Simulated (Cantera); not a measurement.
# Halide evaporation, hydrolysis and transport: CsCl + H2 + N2 + H2O

Charge: 1 mol CsCl, 2.9 mol H2, 2 mol N2, 0.28 mol H2O.

These are equilibrium values from Cantera (NASA tables, ideal gas, pure condensed phases), not measurements of a reactor. Candidate condensed phases: Cs, CsCl, CsOH, H2O, NH4Cl; 37 gas species. The numbers say what is thermodynamically allowed, not how fast it happens.

Stable condensed phases:

```
T in K \ P in Pa
           0.10   0.56    3.2     18    100    560   3200  18000 100000
   1573       A      A      A      A      A      A      A      A      A
   1523       A      A      A      A      A      A      A      A      A
   1473       A      A      A      A      A      A      A      A      A
   1423       A      A      A      A      A      A      A      A      A
   1373       A      A      A      A      A      A      A      A      A
   1323       A      A      A      A      A      A      A      A      B
   1273       A      A      A      A      A      A      A      A      B
   1223       A      A      A      A      A      A      A      A      B
   1173       A      A      A      A      A      A      A      B      B
   1123       A      A      A      A      A      A      A      B      B
   1073       A      A      A      A      A      A      B      B      B
```

A: gas only; B: CsCl.
